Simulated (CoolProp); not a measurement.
Hexamethyldisiloxane (MM) along the isobar 1.01 bar: fugacity coefficient from the reference equation and from simpler models built on Tc = 518.7 K, pc = 19.31 bar, ω = 0.418; each cubic takes its own stable root.

Values from CoolProp's reference Helmholtz-energy equation of state, Thol 2016.

```tsv
T (K)	phase	reference	van der Waals	Redlich-Kwong	Soave-Redlich-Kwong	Peng-Robinson
324.8	liquid	0.1838	0.9542	0.5832	0.1831	0.1874
343.2	liquid	0.3665	0.9595	0.9443	0.3666	0.3705
361.6	liquid	0.6661	0.9640	0.9516	0.6700	0.6705
380.1	gas	0.9443	0.9679	0.9577	0.9504	0.9480
398.5	gas	0.9531	0.9712	0.9628	0.9571	0.9547
416.9	gas	0.9601	0.9740	0.9671	0.9628	0.9604
435.3	gas	0.9657	0.9765	0.9708	0.9676	0.9653
453.8	gas	0.9703	0.9787	0.9740	0.9717	0.9695
472.2	gas	0.9742	0.9806	0.9768	0.9753	0.9731
490.6	gas	0.9774	0.9823	0.9792	0.9783	0.9763
509.1	gas	0.9801	0.9838	0.9813	0.9810	0.9790
```

At some of these states van der Waals, Redlich-Kwong gives the other phase, because its saturation line lies elsewhere.
